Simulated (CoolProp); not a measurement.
Vapour-liquid equilibrium of R134a (1) + R142b (2) at 96.3 kPa; x and y are mole fractions of (1).

Values from CoolProp's multi-fluid Helmholtz-energy mixture model, Tillner-Roth 1994 and Lemmon 2006; pair parameters Bell 2016.

### Question
Give the bubble temperature and the first vapour's composition at x = 0.05, 0.2, 0.35. Is there an azeotrope?

### Answer
x = 0.05: 261.1 K, y = 0.111; x = 0.2: 256.9 K, y = 0.366; x = 0.35: 253.7 K, y = 0.542. No azeotrope shows between x = 0.05 and 0.95.

The pair parameters rest on a limited set of measurements; away from them the model extrapolates.
